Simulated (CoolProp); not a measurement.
Isohexane along the isotherm 165.45 °C: Z from the reference equation and from simpler models built on Tc = 224.6 °C, pc = 3.043 MPa, ω = 0.280; each cubic takes its own stable root.

The numbers come from the reference Helmholtz-energy equation of state, Lemmon 2006 in CoolProp. It is a short technical equation, of lower accuracy than the large ones.

```tsv
p (MPa)	phase	reference	van der Waals	Soave-Redlich-Kwong	Peng-Robinson
0.326	gas	0.9399	0.9552	0.9423	0.9378
0.652	gas	0.8717	0.9063	0.8785	0.8694
0.978	gas	0.7911	[?]	0.8053	0.7919
1.3	liquid	0.06310	0.7890	0.07316	0.06450
1.63	liquid	[?]	0.7100	0.09082	0.08014
1.96	liquid	0.09424	0.1578	0.1082	0.09555
2.28	liquid	[?]	0.1801	0.1248	0.1103
2.61	liquid	0.1244	0.2027	0.1418	0.1253
2.93	liquid	0.1392	0.2244	[?]	0.1398
3.26	liquid	0.1543	0.2465	0.1745	0.1545
3.59	liquid	0.1693	0.2684	0.1909	0.1690
3.91	liquid	0.1837	0.2894	0.2066	0.1830
4.24	liquid	0.1986	0.3109	0.2227	0.1974
4.56	liquid	0.2129	0.3315	0.2382	0.2111
```

**Question.** Fill in the missing entries.

**Answer.** 
- 0.978, van der Waals: 0.8515
- 1.63, reference: 0.07873
- 2.28, reference: 0.1092
- 2.93, Soave-Redlich-Kwong: 0.1580

At some of these states van der Waals gives the other phase, because its saturation line lies elsewhere.
